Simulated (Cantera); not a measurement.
Standard-state values (1 bar) from the NASA 1993 polynomials, evaluated with Cantera. Values are per mole of reaction as written; species without (g) are pure solids or liquids, kept so even where they would boil at 1 bar.

0.5 Si + Cl2(g) ⇌ 0.5 SiCl4(g)

```csv
T (K),ΔH° (kJ),ΔS° (J/K),ΔG° (kJ),log10 K
350,[?],[?],[?],[?]
450,[?],[?],[?],[?]
550,[?],[?],[?],[?]
650,-330.6,-65.4,-288.1,23.15
750,-330.4,-65.0,-281.6,19.61
850,-330.1,-64.7,-275.1,16.91
```

Q: What belongs in the gaps?

A: 
- 350, ΔH° (kJ): -331.3
- 350, ΔS° (J/K): -66.8
- 350, ΔG° (kJ): -307.9
- 350, log10 K: 45.96
- 450, ΔH° (kJ): -331.1
- 450, ΔS° (J/K): -66.3
- 450, ΔG° (kJ): -301.3
- 450, log10 K: 34.97
- 550, ΔH° (kJ): -330.9
- 550, ΔS° (J/K): -65.8
- 550, ΔG° (kJ): -294.7
- 550, log10 K: 27.98
